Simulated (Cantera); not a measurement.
Feed: 1 mol SiH4, 0.1 mol HCl, 8.1 mol H2, at 2.20 mbar.

Cantera equilibrium calculation (NASA polynomials, part measured and part estimated; ideal gas, pure solids and liquids). Candidate condensed phases: Si; 19 gas species. The tables' values for SiCl are old estimates; treat these amounts as uncertain. Gases not in the tables: Si2H6 and higher silanes. Kinetics and transport are ignored.

### Question
At 1950 K, list the 6 most abundant gas species with their mole fractions, and the condensed phases.

### Answer
H2 0.955, H 0.0239, Si 0.0108, HCl 0.00882, SiH 0.000380, SiCl2 0.000207. Condensed: Si(l).
